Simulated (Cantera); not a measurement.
Diamond growth

A diamond (100) surface in a fixed gas of H2 with x(CH4) = 0.0028, x(H) = 0.0026, at 950 K, 18.0 Torr; coverages are run to steady state.

Model: the Harris–Goodwin 1993 mechanism for the reconstructed diamond (100) surface, integrated in Cantera.

| x(CH3) | growth (µm/h) | θ c6HH | θ c6H* | θ c6*H | θ c6** | θ c6HM |
|---|---|---|---|---|---|---|
| 1e-06 | 0.00954 | 0.644 | 0.0141 | 0.335 | 0.00661 | 0.000248 |
| 2.4e-06 | 0.0229 | 0.644 | 0.0141 | 0.335 | 0.00660 | 0.000595 |
| 6e-06 | 0.0571 | 0.643 | 0.0141 | 0.335 | 0.00659 | 0.00149 |
| 1.5e-05 | 0.142 | 0.641 | 0.0141 | 0.334 | 0.00657 | 0.00370 |
| 3.6e-05 | 0.339 | 0.637 | 0.0140 | 0.331 | 0.00651 | 0.00882 |
| 8.7e-05 | 0.805 | 0.627 | 0.0137 | 0.326 | 0.00637 | 0.0209 |
| 0.00021 | 1.86 | 0.604 | 0.0132 | 0.314 | 0.00606 | 0.0485 |
| 0.00052 | 4.18 | 0.554 | 0.0121 | 0.287 | 0.00539 | 0.109 |
| 0.0013 | 8.47 | 0.461 | 0.00999 | 0.237 | 0.00417 | 0.221 |
θ: site fractions in the mechanism's names (c6HH fully hydrogenated, c6H* and c6*H radical sites, c6** diradical, c6HM methylated).
